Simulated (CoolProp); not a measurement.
Vapour pressure (bar) of R123: the reference equation beside estimates from Tc = 456.8 K, pc = 36.62 bar, ω = 0.282. Clausius-Clapeyron is anchored at 319.5 K with a constant enthalpy of vaporisation of 24.79 kJ/mol.

Computed with CoolProp (reference Helmholtz-energy equation of state, Younglove 1994). It is a modified Benedict-Webb-Rubin equation, recast in Helmholtz form.

```tsv
T (K)	reference	Lee-Kesler	Clausius-Clapeyron	van der Waals	Redlich-Kwong	Soave-Redlich-Kwong	Peng-Robinson
319.5	1.896	1.896	1.896	7.308	3.178	1.895	1.889
324.8	2.235	2.237	2.208	7.944	3.647	2.235	2.225
330	2.609	2.615	2.552	8.602	4.152	2.614	2.597
335.2	3.031	3.040	2.936	9.294	4.706	3.039	3.015
340.5	3.511	3.524	3.372	10.04	5.323	3.525	3.493
345.7	4.037	4.054	3.847	10.80	5.981	4.057	4.016
351	4.632	4.652	4.382	11.62	6.709	4.660	4.609
356.2	5.277	5.301	4.960	12.45	7.481	5.316	5.253
361.5	6.002	6.030	5.608	13.34	8.329	6.053	5.977
366.7	6.783	6.814	6.304	14.26	9.224	6.848	6.759
371.9	7.638	7.671	7.063	15.21	10.18	7.718	7.616
377.2	8.590	8.624	7.905	16.22	11.23	8.688	8.572
382.4	9.607	9.642	8.802	17.25	12.32	9.725	9.594
387.7	10.73	10.77	9.792	18.35	13.51	10.87	10.73
392.9	11.93	11.96	10.84	19.46	14.75	12.09	11.94
```

Absolute difference from the reference over all 15 rows, mean and median: Lee-Kesler 0.3 and 0.4 %, Clausius-Clapeyron 5.5 and 6.0 %, van der Waals 150.1 and 135.9 %, Redlich-Kwong 43.2 and 41.8 %, Soave-Redlich-Kwong 0.7 and 0.7 %, Peng-Robinson 0.4 and 0.4 %.
